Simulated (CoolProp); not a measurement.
The fluid at 293.15 K and 0.785 MPa expands adiabatically to 0.199 MPa with isentropic efficiency 1. The same conditions are run with several fluids, on thermodynamics alone (safety and materials aside).

Model: reference Helmholtz-energy equation of state of each fluid (R125: Lemmon 2005; normal hydrogen: Leachman 2009; nitrogen: Span 2000; ethane: Bücker 2006; hydrogen chloride: Thol 2018), in CoolProp.

```csv
fluid,work (kJ/kg),final temperature (K),final phase,final density (kg/m³)
R125,23.5,252.7,gas,12.0
normal hydrogen,1370,195.3,gas,0.247
nitrogen,98.4,197.7,gas,3.41
ethane,93.9,228.5,gas,3.26
hydrogen chloride,72.3,201.0,"two-phase, vapour fraction 0.996",4.57
```
